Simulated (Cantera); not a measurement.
## CH3Cl (fluorocarbon and chlorocarbon gases)

Input: 1 mol CH3Cl, equilibrated at 1277 °C.

Equilibrium computed with Cantera from the NASA thermochemical tables; the gas is ideal and each condensed phase is pure. Candidate condensed phases: C, C6H6, C7H8, C8H18; 91 gas species. The numbers say what is thermodynamically allowed, not how fast it happens.

```csv
P (Pa),x HCl,x H2,x H,x Cl,x CH4,x C2H2 (acetylene),x C2H4,n C(graphite)
1,0.491,0.496,0.00702,0.00555,5.00e-9,7.96e-6,6.93e-12,1.000
3.60,0.495,0.498,0.00370,0.00294,1.81e-8,7.99e-6,2.51e-11,1.000
13,0.498,0.499,0.00195,0.00155,6.58e-8,8.01e-6,9.11e-11,1.000
46,0.499,0.499,0.00104,0.000827,2.33e-7,8.01e-6,3.23e-10,1.000
170,0.499,0.500,0.000540,0.000431,8.63e-7,8.02e-6,1.20e-9,1.000
600,0.500,0.500,0.000287,0.000229,3.05e-6,8.02e-6,4.22e-9,1.000
2200,0.500,0.500,0.000150,0.000120,1.12e-5,8.02e-6,1.55e-8,1.000
7700,0.500,0.500,8.02e-5,6.41e-5,3.91e-5,8.02e-6,5.42e-8,1.000
28000,0.500,0.500,4.21e-5,3.36e-5,0.000142,8.02e-6,1.97e-7,1.000
100000,0.500,0.499,2.23e-5,1.78e-5,0.000507,8.01e-6,7.02e-7,0.999
```
x: gas mole fraction; n: condensed amount in mol.

From 1.00 Pa to 1.00 bar the condensed part is C(graphite). The main C-bearing gas is C2H2 (acetylene) at 1.00 Pa and CH4 at 1.00 bar.
